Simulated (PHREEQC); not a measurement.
Solution (25 °C): 0.24 mol CuCl2 and 0.0003 mol HNO3 per kg of water. Closed to the air; pH follows from the charge balance.

The numbers come from PHREEQC with the ion-association model, phreeqc.dat.

The pH is 3.62. The ionic strength is 0.608 mol/kgw and the activity of water is 0.989. The density is 1.026 g/cm³ and the total alkalinity comes out as -0.300 meq/kg.

| species | molality | activity | log γ |
|---|---|---|---|
| Cl- | 0.422 | 0.269 | -0.196 |
| Cu+2 | 0.186 | 0.0439 | -0.627 |
| CuCl+ | 0.0500 | 0.0318 | -0.196 |
| CuCl2 | 0.00399 | 0.00459 | 0.061 |
| H+ | 0.000313 | 0.000237 | -0.120 |
| NO3- | 0.000300 | 0.000179 | -0.225 |
| CuCl3- | 6.88e-6 | 4.38e-6 | -0.196 |

This is a speciation only: nothing precipitates in the calculation. Species that the database lacks are ignored.
